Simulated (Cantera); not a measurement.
**Gas activation for diamond growth**

An isothermal, constant-pressure homogeneous reactor starts with 1.18 % CH4, 98.1 % H2, 0.697 % H, at 2223 K and 33.0 Torr.

Cantera simulation using GRI-Mech 3.0 (53 species, 325 reactions); the numbers are that mechanism's predictions, not measurements. GRI-Mech 3.0 stops at C3 and has no aromatics, soot or wall deposition, so with more carbon than oxygen in the feed, carbon stays in small species such as C2H2 where larger ones or solid carbon would form. Radical loss at walls, strong at low pressure, is not modelled.

| t (s) | x CH4 | x H2 | x H | x CH2 | x C2H4 |
|---|---|---|---|---|---|
| 5.00e-5 | 0.0105 | 0.982 | 0.00602 | 9.70e-6 | 1.02e-5 |
| 0.000162 | 0.0103 | 0.982 | 0.00658 | 1.13e-5 | 2.05e-5 |
| 0.000527 | 0.00967 | 0.980 | 0.00825 | 1.63e-5 | 2.66e-5 |
| 0.00171 | 0.00744 | 0.977 | 0.0121 | 2.65e-5 | 2.78e-5 |
| 0.00555 | 0.00301 | 0.975 | 0.0168 | 2.22e-5 | 8.41e-6 |
| 0.0180 | 0.000619 | 0.973 | 0.0211 | 7.85e-6 | 1.17e-6 |
| 0.0585 | 0.000114 | 0.969 | 0.0252 | 2.12e-6 | 6.30e-7 |
| 0.190 | 2.58e-5 | 0.965 | 0.0289 | 6.37e-7 | 5.52e-7 |
| 0.616 | 1.47e-5 | 0.964 | 0.0302 | 3.97e-7 | 5.33e-7 |
| 2.00 | 1.45e-5 | 0.964 | 0.0302 | 3.94e-7 | 5.32e-7 |
x: mole fraction; the columns are a selection and need not sum to one.

Equilibrium at this temperature and pressure: CH4 1.46e-5, H2 0.964, H 0.0302, CH2 3.96e-7, C2H4 5.32e-7 (gas phase only).
